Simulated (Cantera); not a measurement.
Feed: 1 mol CaCO3, 6.4 mol CO2, 2.4 mol H2, equilibrated at 10.0 Pa.

Method: chemical equilibrium by Gibbs-energy minimisation in Cantera with the NASA 1993 tables (ideal gas, pure condensed phases). Candidate condensed phases: C, C6H6, C7H8, C8H18, Ca, CaCO3, CaO, Ca(OH)2, H2O; 115 gas species. The numbers say what is thermodynamically allowed, not how fast it happens.

Which condensed phases are stable at each of these points (T (K)): 573, 723, 873, 1023, 1173, 1323, 1473, 1623, 1773, 1923, 2073?


| T (K) | condensed phases | Ca condensed (%) |
|---|---|---|
| 573 | C(graphite) + CaCO3(calcite) | 100.0 |
| 723 | CaCO3(calcite) | 100.0 |
| 873 | CaO(s) | 100.0 |
| 1023 | CaO(s) | 100.0 |
| 1173 | CaO(s) | 100.0 |
| 1323 | CaO(s) | 100.0 |
| 1473 | CaO(s) | 100.0 |
| 1623 | CaO(s) | 100.0 |
| 1773 | CaO(s) | 100.0 |
| 1923 | CaO(s) | 99.9 |
| 2073 | CaO(s) | 99.0 |

At 573 K the condensed part is C(graphite) + CaCO3(calcite). At 723 K the condensed part is CaCO3(calcite). From 873 K to 2073 K the condensed part is CaO(s).
